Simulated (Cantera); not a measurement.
## Adiabatic ignition

An adiabatic, constant-pressure homogeneous reactor starts with 9.16 % CO, 5.40 % H₂, 15.8 % O₂, 69.6 % N₂, at 1125 K and 4.93 atm.

Detailed kinetics in Cantera: GRI-Mech 3.0 (53 species, 325 reactions). The hydrogen kinetics of GRI-Mech 3.0 are dated; newer H2 mechanisms differ, most at raised pressure.

```json
[
 {"t (s)": "2.00e-6", "T (K)": "1125", "x CO": "0.0916", "x H₂": "0.0540", "x O₂": "0.158", "x NO₂": "<1e-12", "x NO": "<1e-12"},
 {"t (s)": "5.07e-6", "T (K)": "1125", "x CO": "0.0916", "x H₂": "0.0540", "x O₂": "0.158", "x NO₂": "<1e-12", "x NO": "<1e-12"},
 {"t (s)": "1.28e-5", "T (K)": "1125", "x CO": "0.0916", "x H₂": "0.0540", "x O₂": "0.158", "x NO₂": "<1e-12", "x NO": "<1e-12"},
 {"t (s)": "3.25e-5", "T (K)": "1125", "x CO": "0.0916", "x H₂": "0.0540", "x O₂": "0.158", "x NO₂": "<1e-12", "x NO": "<1e-12"},
 {"t (s)": "8.25e-5", "T (K)": "1129", "x CO": "0.0915", "x H₂": "0.0535", "x O₂": "0.158", "x NO₂": "1.34e-12", "x NO": "2.08e-11"},
 {"t (s)": "0.000209", "T (K)": "2182", "x CO": "0.00311", "x H₂": "0.000265", "x O₂": "0.0924", "x NO₂": "1.04e-7", "x NO": "3.93e-5"},
 {"t (s)": "0.000529", "T (K)": "2207", "x CO": "0.000936", "x H₂": "0.000102", "x O₂": "0.0920", "x NO₂": "1.23e-7", "x NO": "6.60e-5"},
 {"t (s)": "0.00134", "T (K)": "2208", "x CO": "0.000919", "x H₂": "0.000101", "x O₂": "0.0920", "x NO₂": "2.22e-7", "x NO": "0.000119"},
 {"t (s)": "0.00340", "T (K)": "2207", "x CO": "0.000918", "x H₂": "0.000101", "x O₂": "0.0919", "x NO₂": "4.71e-7", "x NO": "0.000253"},
 {"t (s)": "0.00861", "T (K)": "2207", "x CO": "0.000914", "x H₂": "0.000101", "x O₂": "0.0917", "x NO₂": "1.09e-6", "x NO": "0.000586"},
 {"t (s)": "0.0218", "T (K)": "2205", "x CO": "0.000906", "x H₂": "9.99e-5", "x O₂": "0.0913", "x NO₂": "2.57e-6", "x NO": "0.00138"},
 {"t (s)": "0.0553", "T (K)": "2201", "x CO": "0.000889", "x H₂": "9.82e-5", "x O₂": "0.0905", "x NO₂": "5.75e-6", "x NO": "0.00309"},
 {"t (s)": "0.140", "T (K)": "2196", "x CO": "0.000862", "x H₂": "9.56e-5", "x O₂": "0.0892", "x NO₂": "1.07e-5", "x NO": "0.00574"},
 {"t (s)": "0.355", "T (K)": "2192", "x CO": "0.000843", "x H₂": "9.38e-5", "x O₂": "0.0882", "x NO₂": "1.41e-5", "x NO": "0.00759"},
 {"t (s)": "0.900", "T (K)": "2191", "x CO": "0.000841", "x H₂": "9.36e-5", "x O₂": "0.0881", "x NO₂": "1.46e-5", "x NO": "0.00783"}
]
```
x: mole fraction; the columns are a selection and need not sum to one.

time of steepest temperature rise: 0.109 ms
temperature at 0.900 s: 2191 K
equilibrium temperature: 2191 K
x(CO) at 0.900 s: 0.000841 (gas-phase equilibrium 0.000841)
x(H₂) at 0.900 s: 9.36e-5 (gas-phase equilibrium 9.36e-5)
x(O₂) at 0.900 s: 0.0881 (gas-phase equilibrium 0.0881)
